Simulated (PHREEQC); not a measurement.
Make-up at 20 °C: 0.015 mol/kgw Pb(NO3)2, 4.3e-05 mol/kgw HNO3 and 0.0014 mol/kgw Cu(NO3)2. Closed to the air; pH follows from the charge balance.

Computed with PHREEQC (ion-association model, phreeqc.dat).

This is a speciation only: nothing precipitates in the calculation.

**Question.** Estimate the pH, ionic strength.

**Answer.** pH 4.38; ionic strength 0.0441 mol/kgw.

**Question.** In which forms is N present?

**Answer.** NO3- 92 %, PbNO3+ 7.9 % of the N.
